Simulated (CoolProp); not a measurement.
Vapour-liquid equilibrium of cyclohexane (1) + m-xylene (2) at 505.6 K; x and y are mole fractions of (1).

Computed with CoolProp (multi-fluid Helmholtz-energy mixture model, Zhou 2014 and Zhou 2012; pair parameters Bell 2016).

| x | bubble pressure (MPa) | y at the bubble point | dew pressure at overall composition x (MPa) | liquid density (mol/L) |
|---|---|---|---|---|
| 0.05 | 0.8166 | 0.121 | 0.7697 | 6.128 |
| 0.125 | 0.9309 | 0.267 | 0.8192 | 6.142 |
| 0.2 | 1.043 | 0.383 | 0.8748 | 6.154 |
| 0.275 | 1.154 | 0.477 | 0.9377 | 6.165 |
| 0.35 | 1.262 | 0.556 | 1.009 | 6.175 |
| 0.425 | 1.369 | 0.624 | 1.091 | 6.182 |
| 0.5 | 1.474 | 0.684 | 1.184 | 6.187 |
| 0.575 | 1.578 | 0.738 | 1.291 | 6.191 |
| 0.65 | 1.682 | 0.788 | 1.414 | 6.193 |
| 0.725 | 1.786 | 0.835 | 1.553 | 6.193 |
| 0.8 | 1.891 | 0.881 | 1.708 | 6.192 |
| 0.875 | 1.998 | 0.925 | 1.878 | 6.189 |
| 0.95 | 2.106 | 0.970 | 2.057 | 6.185 |

No azeotrope shows between x = 0.05 and 0.95.

The pair parameters rest on a limited set of measurements; away from them the model extrapolates.
